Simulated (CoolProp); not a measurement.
A Linde-Hampson liquefier for carbon monoxide: isothermal reversible compression at 250 K from 1 atm to 30 MPa, throttling to 1 atm, return gas leaving the recuperator 0 K below the feed. Each further row changes one setting.

Model: reference Helmholtz-energy equation of state, Lemmon 2006, in CoolProp. It is a short technical equation, of lower accuracy than the large ones.

| case | liquid yield per pass | compression work (kJ/kg of gas) |
|---|---|---|
| as stated | 0.167 | 415 |
| high pressure 60 MPa | 0.155 | 481 |
| warm-end temperature 280 K | 0.124 | 472 |
| warm-end gap 5 K | 0.156 | 415 |
